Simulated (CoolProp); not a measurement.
Values from CoolProp's reference Helmholtz-energy equation of state, Akasaka 2023.

For R1224YDZ, give the phase and the cv (kJ/(kg K)) at 199.95 °C and 32.5 kPa; 199.95 °C and 281 kPa; 199.95 °C and 5000 kPa.


- 199.95 °C and 32.5 kPa: gas; cv 0.958
- 199.95 °C and 281 kPa: gas; cv 0.961
- 199.95 °C and 5000 kPa: supercritical; cv 1.07
